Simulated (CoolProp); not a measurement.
R11 at 293.15 K and 0.0709 MPa is compressed adiabatically to 0.395 MPa with isentropic efficiency 0.8. Each further row changes one setting.

Computed with CoolProp (reference Helmholtz-energy equation of state, Jacobsen 1992).

| case | work (kJ/kg) | final temperature (K) | final density (kg/m³) |
|---|---|---|---|
| as stated | 39.8 | 365.7 | 19.2 |
| efficiency 1 | 31.9 | 353.7 | 20.1 |
| efficiency 0.65 | 49.0 | 379.6 | 18.4 |
